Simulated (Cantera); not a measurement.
Input: 1 mol Fe(CO)₅, a varied amount of H₂, at 652 °C and 21.0 Torr.

Method: chemical equilibrium by Gibbs-energy minimisation in Cantera with the NASA 1993 tables (ideal gas, pure condensed phases). Candidate condensed phases: C, C₆H₆, C₇H₈, C₈H₁₈, Fe, Fe(CO)₅, FeO, Fe(OH)₂, Fe(OH)₃, Fe₂O₃, Fe₃O₄, H₂O; 114 gas species. Condensed phases not in the tables: cementite and carbon dissolved in iron. Kinetics and transport are ignored.

### Question
At 0.14 mol H₂, list the 4 most abundant gas species with their mole fractions, and the condensed phases.

### Answer
CO 0.902, CO₂ 0.0685, H₂ 0.0281, H₂O 0.00105. Condensed: C(graphite) + Fe(α).
